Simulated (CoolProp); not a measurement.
Model: reference Helmholtz-energy equation of state, Thol 2022, in CoolProp.

Q: Give the vapour pressure (MPa), vapour density (kg/m³), enthalpy of vaporisation (kJ/kg) of saturated vinyl chloride at 359.3 K.

A: 
| T (K) | p (MPa) | vapour density (kg/m³) | enthalpy of vaporisation (kJ/kg) |
|---|---|---|---|
| 359.3 | 1.76 | 47.2 | 255 |
